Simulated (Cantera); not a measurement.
Input (Python, Cantera) and output of one run.

```python
import numpy as np
import cantera as ct

gas_names = """
    CL CL2 H HCL H2
""".split()
cond_names = """

""".split()


# ... load() reads the species with a 1 bar reference pressure and builds the phases ...
atoms = {
    'HCl': {'H': 1, 'CL': 1},
    'H2': {'H': 2},
}
top_T = {}  # K; cautious upper limits of use, not melting points


# ... equilibrate(T, P, feed) seeds the gas with the atoms and calls Mixture.equilibrate('TP', solver="vcs", rtol=1e-11, max_steps=5000) ...
results = []
feed = {'HCl': 1, 'H2': 5.9}  # mol
T = 1825  # K
P = 380  # Pa
mix = equilibrate(T, P, feed)
results.append((T, P, feed, dict(zip(mix.species_names, mix.species_moles))))
x = sorted(zip(gas.X, gas.species_names), reverse=True)
print(f"T = {T:g} K  P = {P:g} Pa  gas = {mix.phase_moles(0):.4g} mol")
print("   x: " + "  ".join(f"{s} {v:.3e}" for v, s in x if v > 1e-05))
print("   condensed (mol): " + ("  ".join(f"{mix.phase(i).name} {mix.phase_moles(i):.4g}"
      for i in range(1, mix.n_phases) if mix.phase_moles(i) > 1e-12) or "none"))
```

Output:

```
T = 1825 K  P = 380 Pa  gas = 6.926 mol
   x: H2 8.490e-01  HCL 1.435e-01  H 6.583e-03  CL 8.488e-04
   condensed (mol): none
```

Cantera equilibrium calculation (NASA polynomials, part measured and part estimated; ideal gas, pure solids and liquids).
